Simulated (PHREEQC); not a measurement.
Make-up at 30 °C: 19 mmol/kgw MgCl2, 0.045 mmol/kgw Na2SO4 and 0.00029 mmol/kgw H4SiO4. Closed to the air; pH follows from the charge balance.

Model: ion-association model, phreeqc.dat, run in PHREEQC.

Question: The ionic strength comes out as 0.0570 mol/kgw. What activity coefficients do SO4-2, Mg+2, Na+, Cl- get?

Answer: SO4-2 0.44, Mg+2 0.47, Na+ 0.82, Cl- 0.80.

This is a speciation only: nothing precipitates in the calculation.
